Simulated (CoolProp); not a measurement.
The fluid at 283.87 K and 1.26 MPa is throttled through a valve to 0.741 MPa with no heat exchange. The same conditions are run with several fluids, on thermodynamics alone (safety and materials aside).

The numbers come from the reference Helmholtz-energy equation of state of each fluid (methane: Setzmann 1991; ethane: Bücker 2006; R13: Platzer 1990; oxygen: Schmidt 1985; normal hydrogen: Leachman 2009) in CoolProp. The equations of Platzer and Polt are older, rougher fits.

| fluid | temperature change (K) | final density (kg/m³) |
|---|---|---|
| methane | -2.5 | 5.16 |
| ethane | -7.2 | … |
| R13 | -7.7 | 37.2 |
| oxygen | … | 10.2 |
| normal hydrogen | +0.1 | … |

### Question
Fill in the missing entries.

### Answer

- ethane, final density (kg/m³): 10.5
- oxygen, temperature change (K): -1.5
- normal hydrogen, final density (kg/m³): 0.630
